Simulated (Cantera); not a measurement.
Charge: 1 mol HI, 0.063 mol H2O, 0.077 mol H2, at 2125 K and 8.20 mbar.

Cantera equilibrium calculation (NASA polynomials, part measured and part estimated; ideal gas, pure solids and liquids). Candidate condensed phases: H2O, I2; 12 gas species. Rates play no part.

Base state: I 0.593, H2 0.332, H2O 0.0379, H 0.0231, HI 0.0137, OH 0.000327, I2 4.80e-5, O 1.61e-5 (mole fractions); condensed: gas only.

Q: What changes in the equilibrium state with this change: pressure from 8.20 mbar to 3.90 mbar?

A: 
| species | before | after |
|---|---|---|
| I | 0.593 | 0.593 |
| H2 | 0.332 | 0.327 |
| H2O | 0.0379 | 0.0374 |
| H | 0.0231 | 0.0332 |
| HI | 0.0137 | 0.00940 |
| O | 1.61e-5 | 3.41e-5 |
| I2 | 4.80e-5 | 2.28e-5 |
| OH | 0.000327 | 0.000473 |
